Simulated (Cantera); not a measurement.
Charge: 1 mol HMDSO, 1.3 mol NO, held at 2025 K and 100000 Pa.

Equilibrium computed with Cantera from the NASA thermochemical tables; the gas is ideal and each condensed phase is pure. Candidate condensed phases: C, C6H6, C7H8, C8H18, H2O, Si, SiC, SiO2, Si2N2O, Si3N4; 151 gas species. The feed counts by its element totals alone. Rates play no part.

Base state: H2 0.749, CO 0.190, N2 0.0527, HCN 0.00323, SiO 0.00188, H 0.00167, C2H2 (acetylene) 0.000678, CH4 0.000223 (mole fractions); condensed: C(graphite) + SiC(s).

### Question
What changes in the equilibrium state with this change: temperature from 2025 K to 1048 K?

### Answer
```json
[
 {"species": "H2", "before": "0.749", "after": "0.939"},
 {"species": "CH4", "before": "0.000223", "after": "0.0514"},
 {"species": "N2", "before": "0.0527", "after": "0.00954"},
 {"species": "CO", "before": "0.190", "after": "0.000214"},
 {"species": "SiO", "before": "0.00188", "after": "<1e-9"},
 {"species": "H", "before": "0.00167", "after": "7.49e-9"},
 {"species": "C2H2 (acetylene)", "before": "0.000678", "after": "3.70e-9"},
 {"species": "HNC", "before": "0.000192", "after": "2.11e-9"},
 {"species": "C(graphite), mol", "before": "1.69", "after": "5.55"},
 {"species": "SiC(s), mol", "before": "1.98", "after": "0"},
 {"species": "SiO2(β-quartz), mol", "before": "0", "after": "0.865"},
 {"species": "Si2N2O(s), mol", "before": "0", "after": "0.567"}
]
```
Mutual solubility and eutectic melting of coexisting phases are not modelled.
